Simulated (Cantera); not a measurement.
An isothermal, constant-pressure homogeneous reactor starts with CH4 : N2 = 1 : 5.7 (molar parts), at 1600 K and 101000 Pa. Integrator tolerance rtol = 1e-08.

Cantera simulation using GRI-Mech 3.0 (53 species, 325 reactions); the numbers are that mechanism's predictions, not measurements. GRI-Mech 3.0 stops at C3 and has no aromatics, soot or wall deposition, so with more carbon than oxygen in the feed, carbon stays in small species such as C2H2 where larger ones or solid carbon would form.

Problem. What does this change do: temperature 1600 to 1625 K?

Solution. 
| quantity | before | after |
|---|---|---|
| x(CH4) at 3.00 s | 0.00639 (gas-phase equilibrium 0.00415) | 0.00504 (gas-phase equilibrium 0.00331) |
| x(CH3) at 3.00 s | 1.64e-5 (gas-phase equilibrium 1.05e-5) | 1.67e-5 (gas-phase equilibrium 1.09e-5) |
| x(C2H2) at 3.00 s | 0.0610 (gas-phase equilibrium 0.0261) | 0.0618 (gas-phase equilibrium 0.0260) |
| x(H) at 3.00 s | 2.34e-5 (gas-phase equilibrium 2.36e-5) | 3.05e-5 (gas-phase equilibrium 3.08e-5) |
| x(C2H4) at 3.00 s | 0.00126 (gas-phase equilibrium 0.000552) | 0.00104 (gas-phase equilibrium 0.000446) |
| x(C2H6) at 3.00 s | 1.05e-6 (gas-phase equilibrium 4.47e-7) | 7.19e-7 (gas-phase equilibrium 3.08e-7) |
| x(H2) at 3.00 s | 0.185 (gas-phase equilibrium 0.189) | 0.187 (gas-phase equilibrium 0.190) |

Problem. What does this change do: CH4 1 to 7.2 parts?

Solution. 
| quantity | before | after |
|---|---|---|
| x(CH4) at 3.00 s | 0.00639 (gas-phase equilibrium 0.00415) | 0.0429 (gas-phase equilibrium 0.0374) |
| x(CH3) at 3.00 s | 1.64e-5 (gas-phase equilibrium 1.05e-5) | 6.75e-5 (gas-phase equilibrium 5.86e-5) |
| x(C2H2) at 3.00 s | 0.0610 (gas-phase equilibrium 0.0261) | 0.158 (gas-phase equilibrium 0.116) |
| x(H) at 3.00 s | 2.34e-5 (gas-phase equilibrium 2.36e-5) | 3.81e-5 (gas-phase equilibrium 3.84e-5) |
| x(C2H4) at 3.00 s | 0.00126 (gas-phase equilibrium 0.000552) | 0.00870 (gas-phase equilibrium 0.00647) |
| x(C2H6) at 3.00 s | 1.05e-6 (gas-phase equilibrium 4.47e-7) | 1.83e-5 (gas-phase equilibrium 1.38e-5) |
| x(H2) at 3.00 s | 0.185 (gas-phase equilibrium 0.189) | 0.492 (gas-phase equilibrium 0.498) |

Problem. What does this change do: CH4 1 to 0.74 parts?

Solution. 
```tsv
quantity	before	after
x(CH4) at 3.00 s	0.00639 (gas-phase equilibrium 0.00415)	0.00432 (gas-phase equilibrium 0.00248)
x(CH3) at 3.00 s	1.64e-5 (gas-phase equilibrium 1.05e-5)	1.23e-5 (gas-phase equilibrium 7.05e-6)
x(C2H2) at 3.00 s	0.0610 (gas-phase equilibrium 0.0261)	0.0488 (gas-phase equilibrium 0.0183)
x(H) at 3.00 s	2.34e-5 (gas-phase equilibrium 2.36e-5)	2.08e-5 (gas-phase equilibrium 2.11e-5)
x(C2H4) at 3.00 s	0.00126 (gas-phase equilibrium 0.000552)	0.000809 (gas-phase equilibrium 0.000310)
x(C2H6) at 3.00 s	1.05e-6 (gas-phase equilibrium 4.47e-7)	5.75e-7 (gas-phase equilibrium 2.00e-7)
x(H2) at 3.00 s	0.185 (gas-phase equilibrium 0.189)	0.148 (gas-phase equilibrium 0.151)
```
